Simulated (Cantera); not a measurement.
Feed: 1 mol AlN, 7.1 mol Cl2, 1.5 mol N2, at 700 K and 0.100 bar.

Cantera equilibrium calculation (NASA polynomials, part measured and part estimated; ideal gas, pure solids and liquids). Candidate condensed phases: Al, AlCl3, AlN; 11 gas species. Equilibrium is a limit: real reactors are often held back by kinetics, nucleation or transport.

Base state: Cl2 0.666, N2 0.238, AlCl3 0.0729, Al2Cl6 0.0230 (mole fractions); condensed: gas only.

What changes in the equilibrium state with this change: pressure from 0.100 bar to 13.0 Pa?


```json
[
 {"species": "Cl2", "before": "0.666", "after": "0.651"},
 {"species": "N2", "before": "0.238", "after": "0.233"},
 {"species": "AlCl3", "before": "0.0729", "after": "0.116"},
 {"species": "Al2Cl6", "before": "0.0230", "after": "7.59e-5"},
 {"species": "Cl", "before": "1.71e-6", "after": "4.68e-5"}
]
```
